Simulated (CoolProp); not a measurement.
Vapour-liquid equilibrium of m-xylene (1) + n-undecane (2) at 4.83 bar; x and y are mole fractions of (1).

Model: multi-fluid Helmholtz-energy mixture model, Zhou 2012 and Aleksandrov 2011; pair parameters Bell 2016, in CoolProp.

| x | bubble temperature (°C) | y at the bubble point | dew temperature at overall composition x (°C) | liquid density (mol/L) |
|---|---|---|---|---|
| 0.05 | 267.6 | 0.102 | 269.8 | 3.435 |
| 0.15 | 259.6 | 0.284 | 265.6 | 3.657 |
| 0.25 | 252.1 | 0.437 | 261.2 | 3.894 |
| 0.35 | 245.0 | 0.566 | 256.5 | 4.146 |
| 0.45 | 238.3 | 0.674 | 251.4 | 4.418 |
| 0.55 | 232.0 | 0.763 | 245.9 | 4.712 |
| 0.65 | 226.1 | 0.836 | 239.8 | 5.030 |
| 0.75 | 220.6 | 0.896 | 232.9 | 5.377 |
| 0.85 | 215.5 | 0.944 | 224.9 | 5.757 |
| 0.95 | 210.8 | 0.983 | 214.9 | 6.176 |

No azeotrope shows between x = 0.05 and 0.95.

Pair parameters are fitted to limited data, so mixtures are less certain than the pure fluids.
